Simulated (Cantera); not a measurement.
A freely propagating, adiabatic, planar premixed flame of CH4 : H2 : O2 : N2 = 1 : 0.13 : 2.87 : 12.3 (molar parts), equivalence ratio 0.72, unburnt at 425 K and 1.80 bar; mixture-averaged transport, grid criteria slope 0.08 and curve 0.16, no radiation.

Model: GRI-Mech 3.0 (53 species, 325 reactions), integrated in Cantera. Burning velocities carry a grid error of a few per cent, more on coarse grids.

What does this change do: O2 2.87 to 2.2 parts?


| quantity | before | after |
|---|---|---|
| laminar burning velocity | 24.9 cm/s | 20.8 cm/s |
| thermal thickness | 0.426 mm | 0.517 mm |
| peak x(CH2CO) | 5.39e-5 | 6.87e-5 |
| peak x(CH3) | 0.000560 | 0.000650 |
